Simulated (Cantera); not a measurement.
## Carbothermic reduction: Cu2O + C + H2

Feed: 1 mol Cu2O, 4.4 mol C, 0.94 mol H2, at 0.133 bar.

Cantera equilibrium calculation (NASA polynomials, part measured and part estimated; ideal gas, pure solids and liquids). Candidate condensed phases: C, C6H6, C7H8, C8H18, Cu, CuO, Cu(OH)2, Cu2O, H2O; 113 gas species. Rates play no part.

| T (K) | log p CO | log p Cu | log p H2 | log p H | log p CO2 | log p H2O | log p Cu2 | n C(graphite) | n Cu(s) | n Cu(l) |
|---|---|---|---|---|---|---|---|---|---|---|
| 1000 | -1.19 | -10.81 | -1.19 | -9.24 | -2.63 | -2.78 | <-12 | 3.45 | 2.00 | 0 |
| 1200 | -1.16 | -7.91 | -1.19 | -7.30 | -4.05 | -3.94 | -12.46 | 3.40 | 2.00 | 0 |
| 1400 | -1.16 | -5.87 | -1.19 | -5.91 | -5.09 | -4.78 | -9.58 | 3.40 | 0 | 2.00 |
| 1600 | -1.16 | -4.40 | -1.19 | -4.86 | -5.86 | -5.41 | -7.55 | 3.40 | 0 | 2.00 |
| 1800 | -1.16 | -3.27 | -1.19 | -4.04 | -6.46 | -5.90 | -5.98 | 3.40 | 0 | 1.99 |
| 2000 | -1.18 | -2.37 | -1.21 | -3.39 | -6.95 | -6.32 | -4.75 | 3.40 | 0 | 1.93 |
| 2200 | -1.25 | -1.63 | -1.28 | -2.89 | -7.47 | -6.78 | -3.75 | 3.40 | 0 | 1.58 |
| 2400 | -1.47 | -1.18 | -1.52 | -2.56 | -8.22 | -7.50 | -3.23 | 3.39 | 0 | 0 |
| 2600 | -1.48 | -1.18 | -1.56 | -2.20 | -8.49 | -7.76 | -3.57 | 3.37 | 0 | 0 |
log p: log10 of the partial pressure in bar; n: condensed amount in mol.

From 1000 K to 1200 K the condensed part is C(graphite) + Cu(s). From 1400 K to 2200 K the condensed part is C(graphite) + Cu(l). From 2400 K to 2600 K the condensed part is C(graphite).
